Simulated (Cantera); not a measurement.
# Adiabatic ignition

An adiabatic, constant-volume homogeneous reactor starts with H2 : O2 : N2 = 1 : 0.455 : 1.71 (molar parts), equivalence ratio 1.1, at 1025 K and 4.93 atm.

Computed with Cantera and GRI-Mech 3.0 (53 species, 325 reactions). The hydrogen kinetics of GRI-Mech 3.0 are dated; newer H2 mechanisms differ, most at raised pressure. Above 3000 K some thermodynamic fits are extrapolated.

```
t (s)     T (K)  P (bar)    x H2     x O2       x H     x H2O       x O     x NO    x NO2
--------  -----  -------  ------  -------  --------  --------  --------  -------  -------
2.00e-6    1025     5.00   0.316    0.144  1.77e-10  2.24e-10  1.91e-11   <1e-12   <1e-12
4.85e-6    1025     5.00   0.316    0.144  1.93e-10  7.55e-10  2.15e-11   <1e-12   <1e-12
1.18e-5    1025     5.00   0.316    0.144  1.99e-10   2.10e-9  2.22e-11   <1e-12   <1e-12
2.85e-5    1025     5.00   0.316    0.144  2.14e-10   5.55e-9  2.38e-11   <1e-12   <1e-12
6.91e-5    1025     5.00   0.316    0.144  2.51e-10   1.50e-8  2.79e-11   <1e-12   <1e-12
0.000168   1025     5.00   0.316    0.144  3.61e-10   4.66e-8  4.01e-11   <1e-12   <1e-12
0.000406   1025     5.00   0.316    0.144  7.71e-10   2.04e-7  8.58e-11   <1e-12   <1e-12
0.000985   1025     5.00   0.316    0.144   3.52e-9   1.78e-6  3.92e-10   <1e-12   <1e-12
0.00239    1026     5.00   0.316    0.144   5.40e-8   5.73e-5   6.03e-9   <1e-12   <1e-12
0.00579    3062     13.2  0.0580  0.00553    0.0127     0.283   0.00287  0.00736  2.40e-6
0.0140     3062     13.2  0.0580  0.00553    0.0127     0.283   0.00287  0.00736  2.40e-6
0.0340     3062     13.2  0.0580  0.00553    0.0127     0.283   0.00287  0.00736  2.40e-6
0.0825     3062     13.2  0.0580  0.00553    0.0127     0.283   0.00287  0.00736  2.40e-6
0.200      3062     13.2  0.0580  0.00553    0.0127     0.283   0.00287  0.00736  2.40e-6
```
x: mole fraction; the columns are a selection and need not sum to one.

```yaml
time_of_steepest_temperature_rise: 4.98 ms
temperature at 0.200 s: 3062 K
equilibrium_temperature: 3062 K
x(H2) at 0.200 s: 0.0580 (gas-phase equilibrium 0.0580)
x(O2) at 0.200 s: 0.00553 (gas-phase equilibrium 0.00553)
x(H) at 0.200 s: 0.0127 (gas-phase equilibrium 0.0127)
```
